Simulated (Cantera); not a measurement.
A closed system holds: 1 mol C2F6, 1.8 mol Si, 17 mol H2, held at 2525 °C and 3.80 mbar.

Equilibrium computed with Cantera from the NASA thermochemical tables; the gas is ideal and each condensed phase is pure. Candidate condensed phases: C, C6H6, C7H8, C8H18, Si, SiC; 113 gas species. The feed counts by its element totals alone. The tables' values for SiF, SiF2, SiF3 are old estimates; treat these amounts as uncertain. The numbers say what is thermodynamically allowed, not how fast it happens.

Base state: H 0.566, H2 0.184, HF 0.172, Si 0.0300, SiC2 0.0142, SiF 0.00724, SiF2 0.00722, C3 0.00641 (mole fractions); condensed: gas only.

Task: What changes in the equilibrium state with this change: temperature from 2525 °C to 627 °C?

Result: 
```
species            before     after
----------------  -------  --------
H2                  0.184     0.918
SiF4              2.97e-6    0.0809
CH4               1.17e-8  0.000999
H                   0.566   1.82e-9
HF                  0.172   7.06e-5
Si                 0.0300     <1e-9
SiC2               0.0142     <1e-9
SiF               0.00724     <1e-9
C3                0.00641     <1e-9
C2H2 (acetylene)  0.00521     <1e-9
SiF2              0.00722   2.63e-9
C(graphite), mol        0      1.68
SiC(s), mol             0     0.299
```

Task: What changes in the equilibrium state with this change: temperature from 2525 °C to 650 °C?

Result: 
```json
[
 {"species": "H2", "before": "0.184", "after": "0.918"},
 {"species": "SiF4", "before": "2.97e-6", "after": "0.0808"},
 {"species": "CH4", "before": "1.17e-8", "after": "0.000745"},
 {"species": "H", "before": "0.566", "after": "3.80e-9"},
 {"species": "HF", "before": "0.172", "after": "0.000102"},
 {"species": "Si", "before": "0.0300", "after": "<1e-9"},
 {"species": "SiC2", "before": "0.0142", "after": "<1e-9"},
 {"species": "SiF", "before": "0.00724", "after": "<1e-9"},
 {"species": "C3", "before": "0.00641", "after": "<1e-9"},
 {"species": "C2H2 (acetylene)", "before": "0.00521", "after": "<1e-9"},
 {"species": "F", "before": "0.00222", "after": "<1e-9"},
 {"species": "C(graphite), mol", "before": "0", "after": "1.69"},
 {"species": "SiC(s), mol", "before": "0", "after": "0.299"}
]
```
The tables' values for SiF3 are old estimates; treat these amounts as uncertain.
